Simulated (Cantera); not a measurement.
Cantera with NASA thermochemical tables; ideal gases at 1 bar, condensed phases pure. Values are per mole of reaction as written; species without (g) are pure solids or liquids, kept so even where they would boil at 1 bar.

Ti + 2 OH(g) ⇌ TiO2 + 2 H(g)

```json
[
 {"T (K)": "1098", "ΔH° (kJ)": "-569.9", "ΔS° (J/K)": "-90.9", "ΔG° (kJ)": "-470.1", "log10 K": "22.36", "condensed phases": "Ti(α), TiO2(rutile)"},
 {"T (K)": "1198", "ΔH° (kJ)": "-571.9", "ΔS° (J/K)": "-92.6", "ΔG° (kJ)": "-460.9", "log10 K": "20.10", "condensed phases": "Ti(β), TiO2(rutile)"},
 {"T (K)": "1298", "ΔH° (kJ)": "-569.4", "ΔS° (J/K)": "-90.6", "ΔG° (kJ)": "-451.8", "log10 K": "18.18", "condensed phases": "Ti(β), TiO2(rutile)"},
 {"T (K)": "1398", "ΔH° (kJ)": "-567.1", "ΔS° (J/K)": "-88.9", "ΔG° (kJ)": "-442.8", "log10 K": "16.55", "condensed phases": "Ti(β), TiO2(rutile)"},
 {"T (K)": "1498", "ΔH° (kJ)": "-565.0", "ΔS° (J/K)": "-87.4", "ΔG° (kJ)": "-434.0", "log10 K": "15.13", "condensed phases": "Ti(β), TiO2(rutile)"},
 {"T (K)": "1598", "ΔH° (kJ)": "-563.1", "ΔS° (J/K)": "-86.2", "ΔG° (kJ)": "-425.3", "log10 K": "13.90", "condensed phases": "Ti(β), TiO2(rutile)"},
 {"T (K)": "1698", "ΔH° (kJ)": "-561.4", "ΔS° (J/K)": "-85.2", "ΔG° (kJ)": "-416.8", "log10 K": "12.82", "condensed phases": "Ti(β), TiO2(rutile)"},
 {"T (K)": "1798", "ΔH° (kJ)": "…", "ΔS° (J/K)": "…", "ΔG° (kJ)": "…", "log10 K": "…", "condensed phases": "Ti(β), TiO2(rutile)"},
 {"T (K)": "1898", "ΔH° (kJ)": "-558.6", "ΔS° (J/K)": "-83.6", "ΔG° (kJ)": "-399.9", "log10 K": "11.01", "condensed phases": "Ti(β), TiO2(rutile)"},
 {"T (K)": "1998", "ΔH° (kJ)": "…", "ΔS° (J/K)": "…", "ΔG° (kJ)": "…", "log10 K": "…", "condensed phases": "Ti(l), TiO2(rutile)"}
]
```

Complete the blanks.


- 1798, ΔH° (kJ): -559.9
- 1798, ΔS° (J/K): -84.3
- 1798, ΔG° (kJ): -408.3
- 1798, log10 K: 11.86
- 1998, ΔH° (kJ): -572.5
- 1998, ΔS° (J/K): -90.7
- 1998, ΔG° (kJ): -391.1
- 1998, log10 K: 10.23
